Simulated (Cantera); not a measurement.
Standard-state values (1 bar) from the NASA 1993 polynomials, evaluated with Cantera. Values are per mole of reaction as written; species without (g) are pure solids or liquids, kept so even where they would boil at 1 bar.

Task: Between 300 and 1748 K, where is each reaction favourable under standard conditions?
- 2 FeCl2(g) + 2 Cl(g) ⇌ Fe2Cl6(g)

Result: 
- 2 FeCl2(g) + 2 Cl(g) ⇌ Fe2Cl6(g): ΔG° is -497 kJ at 300 K and 48 kJ at 1748 K; it changes sign between 1548 and 1648 K. ΔH° is -597 kJ and ΔS° -369 J/K at 1748 K.
